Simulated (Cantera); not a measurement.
**Pb + CO + N2 (iron carbonyl, mercury and lead vapours)**

A closed system holds: 1 mol Pb, 1.3 mol CO, 78 mol N2, held at 773 K.

Method: chemical equilibrium by Gibbs-energy minimisation in Cantera with the NASA 1993 tables (ideal gas, pure condensed phases). Candidate condensed phases: C, Pb, PbO, PbO2, Pb3O4; 27 gas species. Rates play no part.

| P (Pa) | x N2 | x CO | x CO2 | x Pb | n C(graphite) | n Pb(l) |
|---|---|---|---|---|---|---|
| 10 | 0.983 | 0.0164 | 6.55e-6 | 0.000231 | 0.000520 | 0.982 |
| 36 | 0.984 | 0.0163 | 2.35e-5 | 6.41e-5 | 0.00186 | 0.995 |
| 130 | 0.984 | 0.0162 | 8.36e-5 | 1.78e-5 | 0.00663 | 0.999 |
| 460 | 0.984 | 0.0158 | 0.000282 | 5.02e-6 | 0.0223 | 1.000 |
| 1700 | 0.984 | 0.0146 | 0.000889 | 1.36e-6 | 0.0704 | 1.000 |
| 6000 | 0.986 | 0.0121 | 0.00215 | 3.85e-7 | 0.170 | 1.000 |
| 22000 | 0.987 | 0.00857 | 0.00394 | 1.05e-7 | 0.312 | 1.000 |
| 77000 | 0.989 | 0.00542 | 0.00553 | 3.00e-8 | 0.436 | 1.000 |
| 280000 | 0.990 | 0.00313 | 0.00669 | 8.25e-9 | 0.527 | 1.000 |
| 1000000 | 0.991 | 0.00174 | 0.00739 | 2.31e-9 | 0.582 | 1.00 |
x: gas mole fraction; n: condensed amount in mol.

From 0.000100 bar to 10.0 bar the condensed part is C(graphite) + Pb(l).
